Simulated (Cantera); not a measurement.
An isothermal, constant-pressure homogeneous reactor starts with NO : N2 = 1 : 0.26 (molar parts), at 2173 K and 1.09 atm. Integrator tolerance rtol = 1e-08.

Computed with Cantera and GRI-Mech 3.0 (53 species, 325 reactions).

Problem. What does this change do: temperature 2173 to 1875 K?

Solution. 
```tsv
quantity	before	after
x(NO) at 50.0 s	0.0141 (gas-phase equilibrium 0.0141)	0.00703 (gas-phase equilibrium 0.00637)
x(NO2) at 50.0 s	2.65e-5 (gas-phase equilibrium 2.65e-5)	2.17e-5 (gas-phase equilibrium 1.97e-5)
x(O) at 50.0 s	0.00136 (gas-phase equilibrium 0.00136)	0.000145 (gas-phase equilibrium 0.000145)
x(N2O) at 50.0 s	7.16e-7 (gas-phase equilibrium 7.16e-7)	3.35e-7 (gas-phase equilibrium 3.32e-7)
x(N2) at 50.0 s	0.596 (gas-phase equilibrium 0.596)	0.600 (gas-phase equilibrium 0.600)
```

Problem. What does this change do: temperature 2173 to 1498 K?

Solution. 
```
quantity                                           before                                    after
----------------  ---------------------------------------  ---------------------------------------
x(NO) at 50.0 s     0.0141 (gas-phase equilibrium 0.0141)    0.443 (gas-phase equilibrium 0.00146)
x(NO2) at 50.0 s  2.65e-5 (gas-phase equilibrium 2.65e-5)  0.00227 (gas-phase equilibrium 1.13e-5)
x(O) at 50.0 s    0.00136 (gas-phase equilibrium 0.00136)  1.60e-6 (gas-phase equilibrium 2.38e-6)
x(N2O) at 50.0 s  7.16e-7 (gas-phase equilibrium 7.16e-7)  6.52e-5 (gas-phase equilibrium 8.23e-8)
x(N2) at 50.0 s       0.596 (gas-phase equilibrium 0.596)      0.381 (gas-phase equilibrium 0.602)
```
